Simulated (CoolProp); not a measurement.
Saturated liquid density (kg/m³) of C2F6 (R116): the reference equation beside estimates from Tc = 293.0 K, pc = 3.048 MPa, ω = 0.257. Rackett uses Z = 0.29056 − 0.08775 ω.

Model: reference Helmholtz-energy equation of state, Lemmon 2006, in CoolProp. It is a short technical equation, of lower accuracy than the large ones.

| T (K) | reference | Rackett | van der Waals | Redlich-Kwong | Soave-Redlich-Kwong | Peng-Robinson |
|---|---|---|---|---|---|---|
| 233.8 | 1415 | 1483 | 892.0 | 1261 | 1324 | 1502 |
| 236.6 | 1399 | 1466 | 881.7 | 1243 | 1305 | 1481 |
| 239.5 | 1382 | 1448 | 870.7 | 1223 | 1285 | 1459 |
| 242.3 | 1365 | 1430 | 859.8 | 1203 | 1265 | 1436 |
| 245.1 | 1348 | 1412 | 848.5 | 1183 | 1244 | 1412 |
| 247.9 | 1331 | 1393 | 836.9 | 1162 | 1223 | 1388 |
| 250.7 | 1312 | 1374 | 825.0 | 1141 | 1201 | 1362 |
| 253.6 | 1293 | 1353 | 812.1 | 1117 | 1177 | 1335 |
| 256.4 | 1273 | 1332 | 799.2 | 1094 | 1152 | 1307 |
| 259.2 | 1253 | 1311 | 785.8 | 1070 | 1127 | 1278 |
| 262 | 1231 | 1288 | 771.9 | 1045 | 1101 | 1247 |
| 264.8 | 1209 | 1265 | 757.3 | 1019 | 1073 | 1215 |
| 267.7 | 1185 | 1239 | 741.3 | 990.9 | 1042 | 1179 |
| 270.5 | 1159 | 1212 | 725.1 | 962.0 | 1011 | 1143 |

Absolute difference from the reference over all 14 rows, mean and median: Rackett 4.7 and 4.6 %, van der Waals 37.2 and 37.2 %, Redlich-Kwong 13.6 and 13.3 %, Soave-Redlich-Kwong 9.1 and 8.7 %, Peng-Robinson 3.4 and 3.5 %.
